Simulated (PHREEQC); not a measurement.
Synthetic water in mg/L, 47 °C, pH 3.82, pe 9.1:

| constituent | mg/L |
|---|---|
| Na | 85.2 |
| K | 6.2 |
| Ca | 34.4 |
| Mg | 7.88 |
| Cl | 25.7 |
| S(6) as SO4 | 266 |
| Cu(2) | 0.407 |
| B | 0.0318 |
| Mn(2) | 10.2 |

Valence states are taken as typed.

All values are PHREEQC results (ion-association model, phreeqc.dat), not measurements.

Precipitation was switched off in this run.

Problem. Estimate the ionic strength, specific conductance, charge-balance error.

Solution. ionic strength 0.00936 mol/kgw; specific conductance 1130 µS/cm; charge-balance error 4.8 %.

Problem. In which forms is Mn present?

Solution. Mn+2 78 %, MnSO4 22 % of the Mn.

Away from 25 °C the constants follow the database's enthalpies or fits; those with neither stay at their 25 °C values.
